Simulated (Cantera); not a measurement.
Cantera run:

```python
import numpy as np
import cantera as ct

gas_names = """
    CrO3 H2 N H2O
""".split()
cond_names = """
    Cr2N(s)
""".split()


# ... load() reads the species with a 1 bar reference pressure and builds the phases ...
species = {s.name: s for s in load("nasa_gas.yaml", gas_names) + load("nasa_condensed.yaml", cond_names)}
# Each term lists the table entries of one substance; the one whose range holds T is used.
reactions = {
    '2 CrO3(g) + 6 H2(g) + N(g) = Cr2N + 6 H2O(g)':
        [(-2, ['CrO3']), (-6, ['H2']), (-1, ['N']), (1, ['Cr2N(s)']), (6, ['H2O'])],
}


def pick(names, T):
    return next(species[n] for n in names if species[n].thermo.min_temp <= T <= species[n].thermo.max_temp)


results = []
for label, terms in reactions.items():
    print(label)
    print("     T/K   dH/kJ  dS/(J/K)   dG/kJ   log10 K")
    for T in [300, 448, 648, 848, 1048, 1248, 1448, 1648]:
        used = [(nu, pick(names, T)) for nu, names in terms]
        dH = sum(nu * s.thermo.h(T) for nu, s in used) / 1e6
        dS = sum(nu * s.thermo.s(T) for nu, s in used) / 1e3
        dG = dH - T * dS / 1e3
        logK = -dG * 1e6 / (ct.gas_constant * T * np.log(10))
        results.append((label, T, dH, dS, dG, logK, [s.name for _, s in used]))
        print(f"{T:8g} {dH:8.1f} {dS:8.1f} {dG:8.1f} {logK:8.2f}")
```

It prints:

```
2 CrO3(g) + 6 H2(g) + N(g) = Cr2N + 6 H2O(g)
     T/K   dH/kJ  dS/(J/K)   dG/kJ   log10 K
     300  -1463.5   -272.1  -1381.8   240.59
     448  -1469.9   -289.5  -1340.2   156.26
     648  -1479.0   -306.2  -1280.5   103.22
     848  -1486.4   -316.3  -1218.2    75.03
    1048  -1491.4   -321.7  -1154.3    57.53
    1248  -1493.6   -323.6  -1089.7    45.61
    1448  -1493.2   -323.4  -1025.0    36.97
    1648  -1490.4   -321.6   -960.5    30.44
```

Standard-state values (1 bar) from the NASA 1993 polynomials, evaluated with Cantera. Condensed species are held in their standard states even where they would react or evaporate.
